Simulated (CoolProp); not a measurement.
Carbon dioxide along the isotherm 221.6 K: fugacity coefficient from the reference equation and from simpler models built on Tc = 304.1 K, pc = 7.377 MPa, ω = 0.224; each cubic takes its own stable root.

The numbers come from the reference Helmholtz-energy equation of state, Span 1996 in CoolProp.

```json
[
 {"p (MPa)": "6.15", "phase": "liquid", "reference": "0.1067", "van der Waals": "0.2873", "Redlich-Kwong": "0.1481", "Peng-Robinson": "0.1060"},
 {"p (MPa)": "12.3", "phase": "liquid", "reference": "0.06043", "van der Waals": "0.1749", "Redlich-Kwong": "0.08508", "Peng-Robinson": "0.05972"},
 {"p (MPa)": "18.4", "phase": "liquid", "reference": "0.04566", "van der Waals": "0.1414", "Redlich-Kwong": "0.06509", "Peng-Robinson": "0.04486"}
]
```
